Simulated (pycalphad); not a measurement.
**Effect of Si content in Al-Mg-Si**

All values are pycalphad results on the COST 507 light-alloy database (1999) (1 atm), not direct measurements. The data set is of 1999 and partly superseded. Amounts are mole fractions of atoms.

Question: One of these alloys has its liquidus at 650 °C, its solidus at 570 °C, and holds FCC_A1 0.98, DIAMOND_A4 0.01, MG2SI 0.01 at 252 °C. Which?
A) Al-0.52Mg-1.24Si (at.%)
B) Al-0.52Mg-2.48Si (at.%)
C) Al-0.52Mg-0.15Si (at.%)

Answer: A, Al-0.52Mg-1.24Si (at.%). The others: Al-0.52Mg-0.15Si (at.%), liquidus 657, solidus 643; Al-0.52Mg-2.48Si (at.%), liquidus 643, solidus 563

Database names, with the compositions (at.%) that they take in these runs: MG2SI: Mg 67 Si 33. FCC_A1 is fcc; DIAMOND_A4 is diamond (Si).
